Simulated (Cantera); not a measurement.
A perfectly stirred reactor is fed with CH₄ : CO₂ = 1 : 1.3 (molar parts), at 0.336 atm; it is held at 1623 K, and followed from long to short residence time.

Model: GRI-Mech 3.0 (53 species, 325 reactions), integrated in Cantera.

Question: Predict: x(CH₄) at τ = 0.370 s; x(CO₂) at τ = 0.370 s; x(H₂) at τ = 0.370 s; x(C₂H₄) at τ = 0.370 s; x(HCO) at τ = 0.370 s; x(CH₄) at τ = 6.80 ms; x(CO₂) at τ = 6.80 ms; x(H₂) at τ = 6.80 ms; x(C₂H₄) at τ = 6.80 ms; x(HCO) at τ = 6.80 ms.

Answer: 
```json
{
  "x(CH₄) at τ = 0.370 s": "0.0964",
  "x(CO₂) at τ = 0.370 s": "0.211",
  "x(H₂) at τ = 0.370 s": "0.170",
  "x(C₂H₄) at τ = 0.370 s": "0.00146",
  "x(HCO) at τ = 0.370 s": "7.99e-9",
  "x(CH₄) at τ = 6.80 ms": "0.390",
  "x(CO₂) at τ = 6.80 ms": "0.547",
  "x(H₂) at τ = 6.80 ms": "0.0382",
  "x(C₂H₄) at τ = 6.80 ms": "0.00676",
  "x(HCO) at τ = 6.80 ms": "1.80e-8"
}
```
